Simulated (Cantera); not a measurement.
Input: 1 mol MgO, 0.54 mol SO₃, 0.47 mol H₂O, held at 0.100 bar.

These are equilibrium values from Cantera (NASA tables, ideal gas, pure condensed phases), not measurements of a reactor. Candidate condensed phases: H₂O, H₂SO₄, Mg, MgO, Mg(OH)₂, MgS, MgSO₄, S; 26 gas species. Mutual solubility and eutectic melting of coexisting phases are not modelled. The numbers say what is thermodynamically allowed, not how fast it happens.

### Question
Which condensed phases are stable at each of these points (T (K)): 1075, 1125, 1175, 1225, 1275, 1325, 1375, 1425, 1475, 1525, 1575, 1625, 1675, 1725?

### Answer
| T (K) | condensed phases | Mg condensed (%) |
|---|---|---|
| 1075 | MgO(s) + MgSO₄(s) | 100.0 |
| 1125 | MgO(s) + MgSO₄(s) | 100.0 |
| 1175 | MgO(s) + MgSO₄(s) | 100.0 |
| 1225 | MgO(s) | 100.0 |
| 1275 | MgO(s) | 100.0 |
| 1325 | MgO(s) | 100.0 |
| 1375 | MgO(s) | 100.0 |
| 1425 | MgO(s) | 100.0 |
| 1475 | MgO(s) | 100.0 |
| 1525 | MgO(s) | 100.0 |
| 1575 | MgO(s) | 100.0 |
| 1625 | MgO(s) | 100.0 |
| 1675 | MgO(s) | 100.0 |
| 1725 | MgO(s) | 100.0 |

From 1075 K to 1175 K the condensed part is MgO(s) + MgSO₄(s). From 1225 K to 1725 K the condensed part is MgO(s).
